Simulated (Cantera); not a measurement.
Source: NASA polynomial tables (part measured, part estimated), evaluated in Cantera. Values are per mole of reaction as written; species without (g) are pure solids or liquids, kept so even where they would boil at 1 bar.

**Question.** Between 1398 and 1623 K, where is each reaction favourable under standard conditions?
- 2 O₃(g) + 3 Nb → 3 NbO₂(g)

**Answer.** 
- 2 O₃(g) + 3 Nb → 3 NbO₂(g): ΔG° is -1182 kJ at 1398 K and -1225 kJ at 1623 K; it stays negative (K > 1). ΔH° is -921 kJ and ΔS° 188 J/K at 1623 K.
